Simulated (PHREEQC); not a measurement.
# Brine: speciation

Make-up at 25 °C: 0.013 mol Na2SO4, 0.023 mol MgSO4 and 0.042 mol NaCl per kg of water. Closed to the air; pH follows from the charge balance.

The numbers come from PHREEQC with the Pitzer model, pitzer.dat.

Precipitation was switched off in this run.

Problem. What specific conductance does the model give?

Solution. specific conductance 10500 µS/cm.
